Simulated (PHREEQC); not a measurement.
Make-up at 25 °C: 18 mmol/kgw NaOH, 6.2 mmol/kgw Na2SiO3, 0.032 mmol/kgw (CH3)4NCl and 6.5 mmol/kgw ZnBr2. Closed to the air; pH follows from the charge balance.

All values are PHREEQC results (ion-association model, wateq4f.dat), not measurements.

* **pH**: 11.70
* **ionic strength**: 0.0313 mol/kgw
* **total alkalinity**: 30.4 meq/kg

```
species    molality  activity   log γ
---------  --------  --------  ------
Na+          0.0304    0.0258  -0.071
Br-          0.0130    0.0110  -0.072
OH-         0.00600   0.00505  -0.075
H3SiO4-     0.00582   0.00492  -0.073
Zn(OH)3-    0.00392   0.00332  -0.072
Zn(OH)2     0.00207   0.00208   0.003
Zn(OH)4-2  0.000515  0.000266  -0.287
H2SiO4-2   0.000318  0.000169  -0.275
H4SiO4      6.55e-5   6.60e-5   0.003
Cl-         3.20e-5   2.70e-5  -0.074
(CH3)4N+    3.20e-5   2.70e-5  -0.073
ZnOH+       4.24e-7   3.59e-7  -0.072
Zn+2        1.20e-9  6.50e-10  -0.268
```

No solid was allowed to form. Saturation is exceeded, for instance for Zn(OH)2-e, Zn(OH)2-a; the values hold only as long as no solid forms. (CH3)4N+ isn't in the database: it is added as a free cation with an ion size of 4 Å.
